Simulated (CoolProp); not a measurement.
A single-stage vapour-compression cycle with the fluid: evaporating at 281.15 K (dew point), condensing at 328.15 K (bubble point), superheat 0 K, subcooling 0 K, compressor efficiency 0.9, no pressure losses. The same conditions are run with several fluids, on thermodynamics alone (safety and materials aside).

Values from CoolProp's reference Helmholtz-energy equation of state of each fluid (carbonyl sulfide: Lemmon 2006; propylene: Lemmon 2013; R142b: Lemmon 2006; R1132(E): Akasaka 2024; R143a: Lemmon and Jacobsen 2000; chloromethane (R40): Thol 2014).

```json
[
 {"fluid": "carbonyl sulfide", "cooling COP": "4.19", "pressure ratio": "3.08", "discharge temperature (K)": "364.6", "refrigerating effect (kJ/kg)": "196", "volumetric capacity (kJ/m³)": "4700"},
 {"fluid": "propylene", "cooling COP": "3.86", "pressure ratio": "3.10", "discharge temperature (K)": "340.6", "refrigerating effect (kJ/kg)": "235", "volumetric capacity (kJ/m³)": "3640"},
 {"fluid": "R142b", "cooling COP": "4.32", "pressure ratio": "4.01", "discharge temperature (K)": "333.3", "refrigerating effect (kJ/kg)": "150", "volumetric capacity (kJ/m³)": "1330"},
 {"fluid": "R1132(E)", "cooling COP": "3.58", "pressure ratio": "3.24", "discharge temperature (K)": "348.5", "refrigerating effect (kJ/kg)": "146", "volumetric capacity (kJ/m³)": "5010"},
 {"fluid": "R143a", "cooling COP": "3.35", "pressure ratio": "3.27", "discharge temperature (K)": "337.9", "refrigerating effect (kJ/kg)": "97.6", "volumetric capacity (kJ/m³)": "3410"},
 {"fluid": "chloromethane (R40)", "cooling COP": "4.49", "pressure ratio": "3.72", "discharge temperature (K)": "374.2", "refrigerating effect (kJ/kg)": "316", "volumetric capacity (kJ/m³)": "2520"}
]
```
